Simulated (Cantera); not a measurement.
**Adiabatic ignition**

An adiabatic, constant-volume homogeneous reactor starts with C2H4 : O2 : N2 : CO2 = 1 : 1.5 : 5.64 : 0.26 (molar parts), at 1500 K and 0.661 atm.

Cantera simulation using GRI-Mech 3.0 (53 species, 325 reactions); the numbers are that mechanism's predictions, not measurements. GRI-Mech 3.0 was tuned for natural gas; its chemistry of ethylene as a main component is partial and can be far from experiment.

```tsv
t (s)	T (K)	P (bar)	x C2H4	x O2	x HCN	x HO2	x CH2O	x C2H2
2.00e-6	1500	0.670	0.119	0.179	<1e-12	4.61e-9	2.06e-9	1.98e-6
9.25e-6	1500	0.670	0.119	0.179	<1e-12	3.33e-7	1.33e-7	9.22e-6
4.28e-5	2906	1.52	5.91e-5	0.0114	0.000169	7.61e-6	0.000186	0.0112
0.000198	2944	1.58	<1e-12	0.000630	1.28e-7	5.04e-7	1.24e-8	<1e-12
0.000917	2925	1.58	<1e-12	0.000655	1.53e-7	5.03e-7	1.16e-8	<1e-12
0.00424	2925	1.58	<1e-12	0.000653	1.58e-7	5.01e-7	1.17e-8	<1e-12
0.0196	2925	1.58	<1e-12	0.000653	1.58e-7	5.01e-7	1.17e-8	<1e-12
0.0908	2925	1.58	<1e-12	0.000653	1.58e-7	5.01e-7	1.17e-8	<1e-12
0.420	2925	1.58	<1e-12	0.000653	1.58e-7	5.01e-7	1.17e-8	<1e-12
1.95	2925	1.58	<1e-12	0.000653	1.58e-7	5.01e-7	1.17e-8	<1e-12
9.00	2925	1.58	<1e-12	0.000653	1.58e-7	5.01e-7	1.17e-8	<1e-12
```
x: mole fraction; the columns are a selection and need not sum to one.

```json
{
  "time_of_steepest_temperature_rise": "41.4 µs",
  "temperature at 9.00 s": "2925 K",
  "equilibrium_temperature": "2925 K",
  "x(C2H4) at 9.00 s": "<1e-12 (gas-phase equilibrium <1e-12)",
  "x(O2) at 9.00 s": "0.000653 (gas-phase equilibrium 0.000653)",
  "x(HCN) at 9.00 s": "1.58e-7 (gas-phase equilibrium 1.58e-7)"
}
```
